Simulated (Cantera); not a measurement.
Mixture: 8.46 % CH3OH, 19.2 % O2, 72.3 % N2, equivalence ratio 0.66, at 1.00 bar, adiabatic and at constant pressure. Ignition delay is the time to a rise of 400 K.

Detailed kinetics in Cantera: GRI-Mech 3.0 (53 species, 325 reactions). GRI-Mech 3.0 was tuned for natural gas; its chemistry of methanol as a main component is partial and can be far from experiment.

Question: Predict: delay at 1098 K; delay at 1198 K; delay at 1298 K; delay at 1398 K; apparent activation energy between 1348 and 1448 K.

Answer: 
```
Item                                                    Result
--------------------------------------------------  ----------
delay at 1098 K                                        66.1 ms
delay at 1198 K                                        10.9 ms
delay at 1298 K                                        2.45 ms
delay at 1398 K                                       0.722 ms
apparent activation energy between 1348 and 1448 K  180 kJ/mol
```
